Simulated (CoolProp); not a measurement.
A single-stage vapour-compression cycle with the fluid: evaporating at 324.15 K (dew point), condensing at 385.15 K (bubble point), superheat 2 K, subcooling 5 K, compressor efficiency 0.85, no pressure losses. The same conditions are run with several fluids, on thermodynamics alone (safety and materials aside).

The numbers come from the reference Helmholtz-energy equation of state of each fluid (R365MFC: Lemmon 2016; dimethyl carbonate: Zhou 2011; R1336mzz(E): Akasaka 2023; benzene: Thol 2012; n-pentane: Thol 2019; vinyl chloride: Thol 2022) in CoolProp.

```
fluid               cooling COP  pressure ratio  discharge temperature (K)  refrigerating effect (kJ/kg)  volumetric capacity (kJ/m³)
------------------  -----------  --------------  -------------------------  ----------------------------  ---------------------------
R365MFC                     ___            5.27                      385.1                           101                          858
dimethyl carbonate         3.82            8.01                        ___                           ___                          241
R1336mzz(E)                2.43            4.35                      385.2                          53.7                         1670
benzene                    3.85             ___                      393.5                           311                          342
n-pentane                  3.25            4.69                      385.1                           203                          944
vinyl chloride             3.38            3.59                      411.6                           202                         4250
```

What belongs in the gaps?


- R365MFC, cooling COP: 3.12
- dimethyl carbonate, discharge temperature (K): 387.8
- dimethyl carbonate, refrigerating effect (kJ/kg): 296
- benzene, pressure ratio: 6.55

The compression ends wet for: R365MFC; R1336mzz(E); n-pentane.
